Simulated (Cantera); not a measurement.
## Gas activation for diamond growth

A perfectly stirred reactor is fed with 2.96 % CH4, 95.6 % H2, 1.43 % CO2, at 0.0530 bar; it is held at 2000 K, and followed from long to short residence time.

Detailed kinetics in Cantera: GRI-Mech 3.0 (53 species, 325 reactions). GRI-Mech 3.0 stops at C3 and has no aromatics, soot or wall deposition, so with more carbon than oxygen in the feed, carbon stays in small species such as C2H2 where larger ones or solid carbon would form.

| τ (s) | x CH4 | x H2 | x CO2 | x HCO | x O2 |
|---|---|---|---|---|---|
| 0.76 | 0.00203 | 0.954 | 6.89e-5 | 4.88e-9 | 5.99e-11 |
| 0.36 | 0.00296 | 0.953 | 0.000119 | 6.33e-9 | 9.79e-11 |
| 0.17 | 0.00434 | 0.951 | 0.000221 | 8.45e-9 | 1.30e-10 |
| 0.079 | 0.00646 | 0.950 | 0.000449 | 1.12e-8 | 1.42e-10 |
| 0.037 | 0.00947 | 0.949 | 0.000947 | 1.44e-8 | 1.33e-10 |
| 0.017 | 0.0136 | 0.947 | 0.00204 | 1.78e-8 | 1.04e-10 |
| 0.0082 | 0.0182 | 0.947 | 0.00398 | 2.06e-8 | 6.73e-11 |
| 0.0039 | 0.0229 | 0.948 | 0.00706 | 2.07e-8 | 3.02e-11 |
x: mole fraction; the columns are a selection and need not sum to one.
